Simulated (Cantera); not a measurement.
An isothermal, constant-pressure homogeneous reactor starts with CH4 : N2 = 1 : 14 (molar parts), at 1625 K and 0.306 atm.

Detailed kinetics in Cantera: GRI-Mech 3.0 (53 species, 325 reactions). GRI-Mech 3.0 stops at C3 and has no aromatics, soot or wall deposition, so with more carbon than oxygen in the feed, carbon stays in small species such as C2H2 where larger ones or solid carbon would form.

x: mole fraction; the columns are a selection and need not sum to one.

```csv
t (s),x CH4,x H,x CH2,x H2,x C2H4,x C2H,x CH3
0.000700,0.0666,1.57e-7,5.54e-9,5.11e-5,2.30e-6,<1e-12,8.84e-5
0.00255,0.0662,4.80e-7,4.29e-8,0.000336,7.98e-5,1.65e-11,0.000256
0.00931,0.0622,3.12e-6,1.62e-7,0.00422,0.00132,1.08e-9,0.000503
0.0340,0.0472,1.06e-5,1.19e-7,0.0252,0.00172,1.16e-8,0.000365
0.124,0.0275,1.97e-5,6.24e-8,0.0546,0.000364,2.48e-8,0.000196
0.452,0.0104,2.98e-5,2.76e-8,0.0790,0.000101,3.80e-8,7.89e-5
1.65,___,3.63e-5,___,0.0897,7.71e-5,4.64e-8,___
6.01,___,3.85e-5,___,0.0926,7.89e-5,4.92e-8,___
21.9,0.000391,3.89e-5,1.33e-9,0.0931,7.96e-5,4.97e-8,3.32e-6
80.0,0.000379,3.89e-5,1.29e-9,0.0931,7.96e-5,4.97e-8,3.22e-6
```

**Question.** Fill in the missing entries.

**Answer.** 
- 1.65, x CH4: 0.00278
- 1.65, x CH2: 8.77e-9
- 1.65, x CH3: 2.28e-5
- 6.01, x CH4: 0.000761
- 6.01, x CH2: 2.56e-9
- 6.01, x CH3: 6.43e-6
